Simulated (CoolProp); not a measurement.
Vapour-liquid equilibrium of R227EA (1) + isobutene (2) at 242.2 K; x and y are mole fractions of (1).

Values from CoolProp's multi-fluid Helmholtz-energy mixture model, Lemmon 2016 and Lemmon 2005; pair parameters Bell 2016.

Problem. Give the bubble pressure and the first vapour's composition at x = 0.25, 0.45, 0.65. Is there an azeotrope?

Solution. x = 0.25: 0.05768 MPa, y = 0.481; x = 0.45: 0.06095 MPa, y = 0.556; x = 0.65: 0.06156 MPa, y = 0.626. y crosses x between x = 0.55 and 0.65: the model has an azeotrope there.

The pair parameters rest on a limited set of measurements; away from them the model extrapolates.
